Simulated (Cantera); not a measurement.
A freely propagating, adiabatic, planar premixed flame of CH₄ : O₂ : N₂ : H₂O = 1 : 1.43 : 4.5 : 0.17 (molar parts), equivalence ratio 1.4, unburnt at 550 K and 10.0 bar; mixture-averaged transport, grid criteria slope 0.08 and curve 0.16, no radiation.

Model: GRI-Mech 3.0 (53 species, 325 reactions), integrated in Cantera. Burning velocities carry a grid error of a few per cent, more on coarse grids.

x: mole fraction of selected species; z is measured from the peak of heat release.

```csv
z (mm),T (K),u (m/s),x CH₄,x O₂,x H₂O,x C₂H₄,x CO₂,x HCO
-0.289,551,0.327,0.140,0.201,0.0241,3.76e-7,2.15e-6,<1e-8
-0.192,559,0.334,0.139,0.199,0.0254,3.58e-6,2.10e-5,<1e-8
-0.144,588,0.353,0.135,0.196,0.0296,2.08e-5,0.000126,<1e-8
-0.0962,722,0.439,0.124,0.184,0.0478,0.000152,0.000963,<1e-8
-0.0481,1219,0.759,0.0841,0.133,0.110,0.00107,0.00717,1.73e-7
-0.0241,1632,1.03,0.0491,0.0833,0.160,0.00204,0.0155,3.33e-6
0,?,1.28,?,?,0.204,?,?,?
0.0241,2180,1.40,0.00570,0.0103,0.221,0.000309,0.0359,3.73e-6
0.0481,2241,1.43,0.00257,0.00310,0.224,6.32e-5,0.0411,1.53e-6
0.0962,2269,1.45,?,?,0.222,?,0.0453,?
0.192,2274,1.46,0.000454,1.83e-5,0.219,1.50e-6,0.0472,1.82e-7
0.385,2273,1.46,0.000117,3.10e-6,0.218,2.08e-7,0.0475,1.26e-7
0.770,2272,1.46,8.19e-6,3.13e-6,0.217,<1e-8,0.0475,1.16e-7
```

Some entries are withheld; supply them.


- 0, T (K): 2001
- 0, x CH₄: 0.0180
- 0, x O₂: 0.0344
- 0, x C₂H₄: 0.00148
- 0, x CO₂: 0.0268
- 0, x HCO: 6.82e-6
- 0.0962, x CH₄: 0.00111
- 0.0962, x O₂: 0.000392
- 0.0962, x C₂H₄: 8.65e-6
- 0.0962, x HCO: 4.32e-7
